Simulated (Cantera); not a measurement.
A freely propagating, adiabatic, planar premixed flame of H2 : O2 : N2 = 1 : 0.208 : 0.783 (molar parts), equivalence ratio 2.4, unburnt at 548 K and 21000 Pa; mixture-averaged transport, grid criteria slope 0.08 and curve 0.16, no radiation.

Detailed kinetics in Cantera: the H2/O2 subset of GRI-Mech 3.0, which has no nitrogen chemistry. Burning velocities carry a grid error of a few per cent, more on coarse grids.

Problem. What does this change do: H2 1 to 0.78 parts?

Solution. 
```json
[
 {"quantity": "laminar burning velocity", "before": "612 cm/s", "after": "639 cm/s"},
 {"quantity": "thermal thickness", "before": "3.41 mm", "after": "3.29 mm"},
 {"quantity": "peak x(H2O2)", "before": "1.72e-6", "after": "2.12e-6"},
 {"quantity": "peak x(H)", "before": "0.113", "after": "0.123"},
 {"quantity": "peak x(O)", "before": "0.00334", "after": "0.00560"},
 {"quantity": "peak x(HO2)", "before": "7.23e-5", "after": "7.96e-5"}
]
```

Problem. What does this change do: inlet temperature 548 to 623 K?

Solution. 
| quantity | before | after |
|---|---|---|
| laminar burning velocity | 612 cm/s | 764 cm/s |
| thermal thickness | 3.41 mm | 3.54 mm |
| peak x(H2O2) | 1.72e-6 | 6.27e-7 |
| peak x(H) | 0.113 | 0.120 |
| peak x(O) | 0.00334 | 0.00368 |
| peak x(HO2) | 7.23e-5 | 5.41e-5 |
